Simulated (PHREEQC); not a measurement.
Make-up at 25 °C: 1.7 mmol/kgw HBr. Closed to the air; pH follows from the charge balance.

All values are PHREEQC results (ion-association model, wateq4f.dat), not measurements.

Precipitation was switched off in this run.

**Question.** Predict the pH.

**Answer.** pH 2.79.
